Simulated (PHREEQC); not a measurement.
Make-up at 20 °C: 64 mmol/kgw H2SO4, 0.32 mmol/kgw CaCl2 and 0.4 mmol/kgw MnSO4. Closed to the air; pH follows from the charge balance.

Model: ion-association model, phreeqc.dat, run in PHREEQC.

No solid was allowed to form.

### Question
Estimate the pH.

### Answer
pH 1.18.

### Question
In which forms is Ca present?

### Answer
Ca+2 61 %, CaSO4 26 %, CaHSO4+ 14 % of the Ca.
